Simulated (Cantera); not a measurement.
What does this Cantera script print?

```python
import numpy as np
import cantera as ct

gas_names = """
    H2O H
""".split()
cond_names = """
    Zr(a) Zr(b) Zr(L) ZrO2(a) ZrO2(b) ZrO2(L)
""".split()


# ... load() reads the species with a 1 bar reference pressure and builds the phases ...
species = {s.name: s for s in load("nasa_gas.yaml", gas_names) + load("nasa_condensed.yaml", cond_names)}
# Each term lists the table entries of one substance; the one whose range holds T is used.
reactions = {
    '2 H2O(g) + Zr = 4 H(g) + ZrO2':
        [(-2, ['H2O']), (-1, ['Zr(a)', 'Zr(b)', 'Zr(L)']), (4, ['H']), (1, ['ZrO2(a)', 'ZrO2(b)', 'ZrO2(L)'])],
}


def pick(names, T):
    return next(species[n] for n in names if species[n].thermo.min_temp <= T <= species[n].thermo.max_temp)


results = []
for label, terms in reactions.items():
    print(label)
    print("     T/K   dH/kJ  dS/(J/K)   dG/kJ   log10 K")
    for T in [300, 748, 823, 898, 973, 1048]:
        used = [(nu, pick(names, T)) for nu, names in terms]
        dH = sum(nu * s.thermo.h(T) for nu, s in used) / 1e6
        dS = sum(nu * s.thermo.s(T) for nu, s in used) / 1e3
        dG = dH - T * dS / 1e3
        logK = -dG * 1e6 / (ct.gas_constant * T * np.log(10))
        results.append((label, T, dH, dS, dG, logK, [s.name for _, s in used]))
        print(f"{T:8g} {dH:8.1f} {dS:8.1f} {dG:8.1f} {logK:8.2f}")
```

Output:

```
2 H2O(g) + Zr = 4 H(g) + ZrO2
     T/K   dH/kJ  dS/(J/K)   dG/kJ   log10 K
     300    258.3     93.0    230.4   -40.11
     748    281.8    140.7    176.5   -12.33
     823    285.5    145.5    165.8   -10.52
     898    289.2    149.8    154.7    -9.00
     973    292.7    153.5    143.3    -7.69
    1048    296.1    156.9    131.7    -6.56
```

Source: NASA polynomial tables (part measured, part estimated), evaluated in Cantera. Condensed species are held in their standard states even where they would react or evaporate.
